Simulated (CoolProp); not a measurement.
Water along the isotherm 1000 K: density (kg/m³) from the reference equation and from simpler models built on Tc = 647.1 K, pc = 220.6 bar, ω = 0.344; each cubic takes its own stable root.

Values from CoolProp's reference Helmholtz-energy equation of state, Wagner 2002.

```
p (bar)          phase  reference  Soave-Redlich-Kwong  Peng-Robinson
-------  -------------  ---------  -------------------  -------------
41.4               gas      9.067                9.047          9.084
82.7               gas      18.31                18.22          18.36
124                gas      27.76                27.52          27.85
165                gas      37.34                36.88          37.45
207                gas      47.38                46.57          47.45
248      supercritical      57.40                56.11          57.36
290      supercritical      67.89                65.96          67.64
331      supercritical      78.34                75.62          77.77
```
